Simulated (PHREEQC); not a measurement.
Dissolve 0.032 mol ZnBr2 per kg of water at 25 °C. It is in equilibrium with CO2 at log p = -1 (atm). Otherwise closed; pH follows from the charge balance.

All values are PHREEQC results (ion-association model, phreeqc.dat), not measurements.

```
Property                       Value
--------------------  --------------
pH                              4.20
ionic strength        0.0956 mol/kgw
specific conductance      6440 µS/cm
density                  1.003 g/cm³
```

```json
[
 {"species": "Br-", "molality": "0.0638", "activity": "0.0483", "log γ": "-0.121"},
 {"species": "Zn+2", "molality": "0.0318", "activity": "0.0121", "log γ": "-0.418"},
 {"species": "CO2", "molality": "0.00333", "activity": "0.00340", "log γ": "0.010"},
 {"species": "ZnBr+", "molality": "0.000197", "activity": "0.000154", "log γ": "-0.106"},
 {"species": "H+", "molality": "7.67e-5", "activity": "6.35e-5", "log γ": "-0.082"},
 {"species": "ZnHCO3+", "molality": "4.63e-5", "activity": "3.63e-5", "log γ": "-0.106"},
 {"species": "HCO3-", "molality": "3.01e-5", "activity": "2.38e-5", "log γ": "-0.102"},
 {"species": "ZnBr2", "molality": "2.90e-6", "activity": "2.96e-6", "log γ": "0.010"},
 {"species": "ZnOH+", "molality": "2.67e-7", "activity": "2.09e-7", "log γ": "-0.106"},
 {"species": "(CO2)2", "molality": "2.08e-7", "activity": "2.12e-7", "log γ": "0.010"},
 {"species": "ZnCO3", "molality": "4.16e-8", "activity": "4.25e-8", "log γ": "0.010"}
]
```

This is a speciation only: nothing precipitates in the calculation.
